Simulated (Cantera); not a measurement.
What does this Cantera script print?

```python
import numpy as np
import cantera as ct

gas = ct.Solution("gri30.yaml")
gas.TPX = 1648, 1500000, {'CO': 1, 'H2': 1, 'CH4': 0.32, 'O2': 3.9, 'N2': 12.9, 'H2O': 1.4}
reactor = ct.IdealGasConstPressureReactor(gas, energy="on", clone=False)
net = ct.ReactorNet([reactor])
net.rtol, net.atol = 1e-08, 1e-16
show = ['CO', 'H2', 'CH4', 'CH2O', 'HCO', 'CH3', 'C2H6']
times = np.geomspace(2e-06, 2, 12)

steps = ct.SolutionArray(gas, extra=["t"])
rows = []
print(f"{'t/s':>10s}{'T/K':>9s}{'P/Pa':>11s}" + "".join(f"{s:>11s}" for s in show))
for t in times:
    while net.time < t:
        t_next = net.step()
        steps.append(gas.state, t=t_next)
    rows.append([np.interp(t, steps.t, y) for y in (steps.T, steps.P, *steps(*show).X.T)])
    print(f"{t:10.3e}{rows[-1][0]:9.1f}{rows[-1][1]:11.4g}" + "".join(f"{x:11.3e}" for x in rows[-1][2:]))
rate = np.gradient(steps.T, steps.t)
print("integrator steps:", len(steps.t))
if steps.T.max() > steps.T[0] + 200:
    print(f"time of steepest temperature rise: {steps.t[rate.argmax()]:.4e} s")
gas.TPX = 1648, 1500000, {'CO': 1, 'H2': 1, 'CH4': 0.32, 'O2': 3.9, 'N2': 12.9, 'H2O': 1.4}
gas.equilibrate("HP")
print(f"equilibrium (HP): T = {gas.T:.1f} K  " + "  ".join(f"{s} {gas[s].X[0]:.3e}" for s in show))
```

It prints:

```
       t/s      T/K       P/Pa         CO         H2        CH4       CH2O        HCO        CH3       C2H6
 2.000e-06   1783.4    1.5e+06  5.123e-02  3.641e-02  8.975e-03  8.936e-04  2.394e-05  1.112e-03  7.403e-05
 7.022e-06   2520.5    1.5e+06  7.492e-03  1.469e-03  1.277e-15  5.648e-11  6.534e-09  7.371e-15  6.608e-29
 2.466e-05   2569.1    1.5e+06  2.626e-03  9.475e-04  6.389e-17  1.495e-11  1.370e-09  3.180e-16  2.372e-31
 8.658e-05   2568.3    1.5e+06  2.614e-03  9.446e-04  6.392e-18  1.484e-11  1.358e-09  3.205e-17  1.948e-33
 3.040e-04   2565.6    1.5e+06  2.588e-03  9.363e-04  6.224e-18  1.456e-11  1.328e-09  3.101e-17  1.849e-33
 1.067e-03   2557.7    1.5e+06  2.515e-03  9.129e-04  5.769e-18  1.379e-11  1.247e-09  2.821e-17  1.610e-33
 3.748e-03   2545.4    1.5e+06  2.405e-03  8.777e-04  5.106e-18  1.268e-11  1.130e-09  2.425e-17  1.290e-33
 1.316e-02   2541.9    1.5e+06  2.374e-03  8.677e-04  4.925e-18  1.238e-11  1.098e-09  2.319e-17  1.207e-33
 4.620e-02   2541.9    1.5e+06  2.374e-03  8.677e-04  4.924e-18  1.238e-11  1.098e-09  2.319e-17  1.207e-33
 1.622e-01   2541.9    1.5e+06  2.374e-03  8.677e-04  4.924e-18  1.238e-11  1.098e-09  2.319e-17  1.207e-33
 5.696e-01   2541.9    1.5e+06  2.374e-03  8.677e-04  4.924e-18  1.238e-11  1.098e-09  2.319e-17  1.207e-33
 2.000e+00   2541.9    1.5e+06  2.374e-03  8.677e-04  4.924e-18  1.238e-11  1.098e-09  2.319e-17  1.207e-33
integrator steps: 1450
time of steepest temperature rise: 2.3543e-06 s
equilibrium (HP): T = 2541.9 K  CO 2.374e-03  H2 8.677e-04  CH4 7.077e-18  CH2O 1.238e-11  HCO 1.098e-09  CH3 3.332e-17  C2H6 2.021e-33
```

Model: GRI-Mech 3.0 (53 species, 325 reactions), integrated in Cantera. The pressure lies above the range GRI-Mech 3.0 was tuned for (to about 10 atm).
